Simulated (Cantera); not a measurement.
**Diamond growth**

A diamond (100) surface in a fixed gas of H2 with x(CH4) = 0.025, x(H) = 0.0003, x(CH3) = 0.0017, 6400 Pa; coverages are run to steady state.

Detailed kinetics in Cantera: the Harris–Goodwin 1993 mechanism for the reconstructed diamond (100) surface.

| T (K) | growth (µm/h) | θ c6HH | θ c6H* | θ c6*H | θ c6** | θ c6HM |
|---|---|---|---|---|---|---|
| 900 | 4.66 | 0.131 | 0.00179 | 0.0501 | 0.000300 | 0.657 |
| 950 | 6.91 | 0.156 | 0.00305 | 0.0724 | 0.000564 | 0.589 |
| 1000 | 9.16 | 0.204 | 0.00551 | 0.113 | 0.00111 | 0.494 |
| 1050 | 9.89 | 0.293 | 0.0106 | 0.191 | 0.00229 | 0.348 |
| 1100 | 7.99 | 0.399 | 0.0186 | 0.296 | 0.00422 | 0.181 |
| 1150 | 5.37 | 0.465 | 0.0264 | 0.375 | 0.00618 | 0.0716 |
| 1200 | 3.86 | 0.489 | 0.0322 | 0.413 | 0.00768 | 0.0250 |
| 1250 | 3.26 | 0.498 | 0.0364 | 0.425 | 0.00886 | 0.00852 |
| 1300 | 2.82 | 0.506 | 0.0397 | 0.424 | 0.0100 | 0.00296 |
| 1350 | 2.04 | 0.517 | 0.0423 | 0.418 | 0.0112 | 0.00106 |
| 1400 | 1.11 | 0.532 | 0.0444 | 0.406 | 0.0118 | 0.000400 |
θ: site fractions in the mechanism's names (c6HH fully hydrogenated, c6H* and c6*H radical sites, c6** diradical, c6HM methylated).
